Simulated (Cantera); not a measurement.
Input: 1 mol c-C₄F₈, 0.047 mol Si, 1.6 mol H₂, at 2598 K and 44.0 mbar.

Cantera equilibrium calculation (NASA polynomials, part measured and part estimated; ideal gas, pure solids and liquids). Candidate condensed phases: C, C₆H₆, C₇H₈, C₈H₁₈, Si, SiC; 113 gas species. The feed counts by its element totals alone. The tables' values for SiF₃ are old estimates; treat these amounts as uncertain. Gases not in the tables: C₂F₆ and larger saturated fluorocarbons. Rates play no part.

Base state: HF 0.498, F 0.276, CF₂ 0.196, CF 0.0120, SiF₄ 0.00724, CF₄ 0.00710, CF₃ 0.00342, H 0.000159 (mole fractions); condensed: C(graphite).

Task: What changes in the equilibrium state with this change: temperature from 2598 K to 2325 K?

Result: 
```
species            before    after
----------------  -------  -------
HF                  0.498    0.610
CF₂                 0.196    0.172
CF₄               0.00710    0.104
F                   0.276   0.0960
CF                 0.0120  0.00175
SiF₄              0.00724  0.00895
C₃                4.89e-5  6.00e-7
C                 1.38e-5  2.84e-7
C(graphite), mol     2.59     2.51
```
